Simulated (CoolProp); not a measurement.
Properties of n-undecane along the isobar 28.4 bar.

Model: reference Helmholtz-energy equation of state, Aleksandrov 2011, in CoolProp. It is a short technical equation, of lower accuracy than the large ones.

```csv
T (°C),phase,Joule-Thomson coefficient (K/MPa),expansivity (1/kK)
92.75,liquid,[?],1.095
109.65,liquid,-0.3338,[?]
126.65,liquid,-0.3113,1.167
143.55,liquid,-0.2870,1.213
160.45,liquid,-0.2603,1.267
177.45,liquid,-0.2305,1.332
194.35,liquid,-0.1969,[?]
211.35,liquid,[?],1.499
228.25,liquid,-0.1117,1.609
245.25,liquid,-0.05546,1.745
262.15,liquid,0.01453,1.914
279.05,liquid,0.1052,2.133
296.05,liquid,[?],2.427
312.95,liquid,0.4049,2.839
329.95,liquid,0.6805,3.469
346.85,liquid,[?],4.548
```

Question: Some entries are withheld; supply them.

Answer: 
- 92.75, Joule-Thomson coefficient (K/MPa): -0.3548
- 109.65, expansivity (1/kK): 1.128
- 194.35, expansivity (1/kK): 1.408
- 211.35, Joule-Thomson coefficient (K/MPa): -0.1578
- 296.05, Joule-Thomson coefficient (K/MPa): 0.2288
- 346.85, Joule-Thomson coefficient (K/MPa): 1.163
